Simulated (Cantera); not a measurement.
An adiabatic, constant-volume homogeneous reactor starts with 11.1 % H₂, 13.9 % O₂, 75.0 % N₂, equivalence ratio 0.40, at 1150 K and 10.0 bar.

Model: GRI-Mech 3.0 (53 species, 325 reactions), integrated in Cantera. The hydrogen kinetics of GRI-Mech 3.0 are dated; newer H2 mechanisms differ, most at raised pressure.

One state of this run: T (K) = 2132; P (bar) = 17.5; x H₂ = 7.07e-5; x O₂ = 0.0856; x NO = 0.00437; x H₂O₂ = 4.00e-7; x H = 7.67e-6; x N₂O = 1.59e-6; x NO₂ = 1.64e-5. x: mole fraction; the columns are a selection and need not sum to one.

Problem. Which value of t (s) does it belong to?
A) 5.97e-6
B) 0.00142
C) 0.0126
D) 0.113

Solution. D, 0.113
